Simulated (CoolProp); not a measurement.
Values from CoolProp's reference Helmholtz-energy equation of state, Setzmann 1991.

Question: For methane, give the phase and the expansivity (1/kK), Prandtl number at -64.65 °C and 92 bar; -64.65 °C and 161 bar.

Answer: 
- -64.65 °C and 92 bar: supercritical; expansivity 21.0, Prandtl number 2.19
- -64.65 °C and 161 bar: supercritical; expansivity 7.51, Prandtl number 1.54

Viscosity comes from a separate model (Quiñones-Cisneros 2006). Thermal conductivity comes from a separate model (Friend 1989).
